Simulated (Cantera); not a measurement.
Cantera run, input and output.

```python
import numpy as np
import cantera as ct

gas = ct.Solution("SiF4_NH3_mec.yaml", "gas")
gas.TPX = 1598, 101325, {'NH3': 1, 'N2': 12}
reactor = ct.IdealGasConstPressureReactor(gas, energy="off", clone=False)
net = ct.ReactorNet([reactor])
net.rtol, net.atol = 1e-08, 1e-18
show = ['NH3', 'N2', 'H2', 'N', 'N2H2']
times = np.geomspace(3e-05, 2, 14)

steps = ct.SolutionArray(gas, extra=["t"])
rows = []
print(f"{'t/s':>10s}{'T/K':>9s}{'P/Pa':>11s}" + "".join(f"{s:>11s}" for s in show))
for t in times:
    while net.time < t:
        t_next = net.step()
        steps.append(gas.state, t=t_next)
    rows.append([np.interp(t, steps.t, y) for y in (steps.T, steps.P, *steps(*show).X.T)])
    print(f"{t:10.3e}{rows[-1][0]:9.1f}{rows[-1][1]:11.4g}" + "".join(f"{x:11.3e}" for x in rows[-1][2:]))
rate = np.gradient(steps.T, steps.t)
print("integrator steps:", len(steps.t))
if steps.T.max() > steps.T[0] + 200:
    print(f"time of steepest temperature rise: {steps.t[rate.argmax()]:.4e} s")
gas.TPX = 1598, 101325, {'NH3': 1, 'N2': 12}
gas.equilibrate("TP")
print(f"equilibrium (TP): T = {gas.T:.1f} K  " + "  ".join(f"{s} {gas[s].X[0]:.3e}" for s in show))
```

Result:

```
       t/s      T/K       P/Pa        NH3         N2         H2          N       N2H2
 3.000e-05   1598.0  1.013e+05  7.692e-02  9.231e-01  9.537e-08  9.815e-17  7.866e-13
 7.050e-05   1598.0  1.013e+05  7.692e-02  9.231e-01  2.307e-07  1.571e-15  6.261e-12
 1.657e-04   1598.0  1.013e+05  7.692e-02  9.231e-01  5.492e-07  2.697e-14  4.128e-11
 3.893e-04   1598.0  1.013e+05  7.692e-02  9.231e-01  1.305e-06  4.625e-13  2.518e-10
 9.150e-04   1598.0  1.013e+05  7.692e-02  9.231e-01  3.182e-06  5.390e-12  1.524e-09
 2.150e-03   1598.0  1.013e+05  7.691e-02  9.231e-01  8.990e-06  2.477e-11  8.847e-09
 5.053e-03   1598.0  1.013e+05  7.688e-02  9.231e-01  3.656e-05  8.883e-11  3.564e-08
 1.187e-02   1598.0  1.013e+05  7.679e-02  9.230e-01  1.506e-04  2.352e-10  5.586e-08
 2.790e-02   1598.0  1.013e+05  7.658e-02  9.229e-01  4.454e-04  5.384e-10  5.649e-08
 6.558e-02   1598.0  1.013e+05  7.609e-02  9.227e-01  1.134e-03  1.315e-09  5.580e-08
 1.541e-01   1598.0  1.013e+05  7.495e-02  9.223e-01  2.725e-03  3.200e-09  5.409e-08
 3.622e-01   1598.0  1.013e+05  7.238e-02  9.213e-01  6.295e-03  6.743e-09  5.016e-08
 8.511e-01   1598.0  1.013e+05  6.699e-02  9.192e-01  1.381e-02  1.077e-08  4.255e-08
 2.000e+00   1598.0  1.013e+05  5.697e-02  9.152e-01  2.777e-02  1.263e-08  3.064e-08
integrator steps: 819
equilibrium (TP): T = 1598.0 K  NH3 1.556e-06  N2 8.928e-01  H2 1.071e-01  N 5.980e-13  N2H2 1.234e-14
```

Model: the gas-phase N/H chemistry of the illustrative SiF4/NH3 mechanism in the Surface Chemkin manual (1991), integrated in Cantera. Walls and surfaces, which speed up NH3 decomposition in real reactors, are not modelled.
